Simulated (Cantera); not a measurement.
Cantera run:

```python
import numpy as np
import cantera as ct

gas_names = """
    F F2 H HF H2 H2F2 H3F3 H4F4 H5F5 H6F6 H7F7 Mg MgF MgF2 MgH MgN Mg2 Mg2F4 N NF NF2 NF3 NH NH2 NH3 N2
    N2H2 N2H4
""".split()
cond_names = """
    Mg(cr) Mg(L) MgF2(s) MgF2(L)
""".split()


def load(file, names, dense=False):
    # The tables refer to 1 bar. Condensed volumes are neglected.
    table = {s.name: s for s in ct.Species.list_from_file(file)}
    out = []
    for n in names:
        d = dict(table[n].input_data)
        d["thermo"] = dict(d["thermo"], **{"reference-pressure": 1e5})
        if dense:
            d["equation-of-state"] = {"model": "constant-volume", "density": "1e6 g/cm^3"}
        out.append(ct.Species.from_dict(d))
    return out


gas = ct.Solution(thermo="ideal-gas", species=load("nasa_gas.yaml", gas_names))
cond = {s.name: ct.Solution(thermo="fixed-stoichiometry", species=[s], name=s.name)
        for s in load("nasa_condensed.yaml", cond_names, dense=True)}
atoms = {
    'MgF2': {'Mg': 1, 'F': 2},
    'H2': {'H': 2},
    'N2': {'N': 2},
}
top_T = {}  # K; cautious upper limits of use, not melting points


def equilibrate(T, P, feed):
    n = {}
    for name, mol in feed.items():
        for a, k in atoms[name].items():
            n[a] = n.get(a, 0.0) + k * mol
    gas.TPX = T, P, n
    mass = sum(n.values()) * gas.mean_molecular_weight
    gas.equilibrate("TP")
    valid = [c for c in cond.values() if c.min_temp <= T <= top_T.get(c.name, c.max_temp)]
    mix = ct.Mixture([(gas, mass / gas.mean_molecular_weight)] + [(c, 0.0) for c in valid])
    mix.T, mix.P = T, P
    mix.equilibrate("TP", solver="vcs", rtol=1e-11, max_steps=5000)
    return mix


results = []
feed = {'MgF2': 1, 'H2': 2.4, 'N2': 11}  # mol
P = 23000  # Pa
for T in [1548, 1623, 1698, 1773, 1848, 1923, 1998, 2073, 2148, 2223]:
    mix = equilibrate(T, P, feed)
    results.append((T, P, feed, dict(zip(mix.species_names, mix.species_moles))))

top = {s: max(r[3][s] / sum(r[3][g] for g in gas_names) for r in results) for s in gas_names}
cols = sorted((s for s in top if top[s] > 0.0001), key=lambda s: -top[s])[:8]
seen = [c for c in cond_names if any(r[3].get(c, 0) > 1e-12 for r in results)]
print("log10 of partial pressures in bar; condensed amounts in mol")
print(f"{'T/K':>10s}" + "".join(f"{s[:9]:>10s}" for s in cols + seen))
for T, P, feed, n in results:
    ng = sum(n[g] for g in gas_names)
    print(f"{T:10.4g}" + "".join(f"{np.log10(max(n[s] / ng * P / 1e5, 1e-99)):10.3f}" for s in cols)
          + "".join(f"{n.get(c, 0):10.4g}" for c in seen))
```

Result:

```
log10 of partial pressures in bar; condensed amounts in mol
       T/K        N2        H2        HF      MgF2        Mg       MgF         H   MgF2(L)
      1548    -0.725    -1.388    -3.491    -3.874    -3.818    -4.747    -5.205    0.9822
      1623    -0.726    -1.391    -3.160    -3.392    -3.498    -4.266    -4.856    0.9544
      1698    -0.729    -1.398    -2.860    -2.956    -3.211    -3.833    -4.539    0.8897
      1773    -0.735    -1.410    -2.587    -2.561    -2.955    -3.441    -4.251    0.7477
      1848    -0.746    -1.434    -2.340    -2.201    -2.728    -3.087    -3.992    0.4489
      1923    -0.762    -1.468    -2.142    -1.946    -2.548    -2.814    -3.760         0
      1998    -0.764    -1.482    -2.052    -1.987    -2.455    -2.737    -3.536         0
      2073    -0.766    -1.497    -1.973    -2.036    -2.373    -2.672    -3.328         0
      2148    -0.768    -1.514    -1.905    -2.092    -2.300    -2.620    -3.137         0
      2223    -0.770    -1.532    -1.846    -2.156    -2.237    -2.579    -2.959         0
```

Cantera equilibrium calculation (NASA polynomials, part measured and part estimated; ideal gas, pure solids and liquids). The tables' values for MgH are old estimates; treat these amounts as uncertain.
